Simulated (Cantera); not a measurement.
Standard-state values (1 bar) from the NASA 1993 polynomials, evaluated with Cantera. Values are per mole of reaction as written; species without (g) are pure solids or liquids, kept so even where they would boil at 1 bar. The tables' values for C2F4 are old estimates.

2 PbF2 + C2F4(g) → 2 Pb + 2 CF4(g), with ΔH° = 146.2 kJ and ΔS° = 126.2 J/K at 300 K.

Q: How far is the shortcut ΔG° ≈ ΔH°(300 K) − T·ΔS°(300 K) from the full temperature-dependent value at 1848, 1898, 1948, 1998, 2048, 2098, 2148, 2198 K?

A: 
```csv
T (K),shortcut (kJ),full (kJ),difference (kJ),difference in log10 K,condensed phases
1848,-87.0,35.0,-122.0,3.45,"PbF2(l), Pb(l)"
1898,-93.3,35.7,-129.0,3.55,"PbF2(l), Pb(l)"
1948,-99.6,36.5,-136.1,3.65,"PbF2(l), Pb(l)"
1998,-105.9,37.4,-143.3,3.75,"PbF2(l), Pb(l)"
2048,-112.2,38.4,-150.6,3.84,"PbF2(l), Pb(l)"
2098,-118.5,39.5,-158.1,3.94,"PbF2(l), Pb(l)"
2148,-124.8,40.7,-165.6,4.03,"PbF2(l), Pb(l)"
2198,-131.1,42.0,-173.2,4.12,"PbF2(l), Pb(l)"
```
The shortcut ignores heat capacities and the phase changes listed.
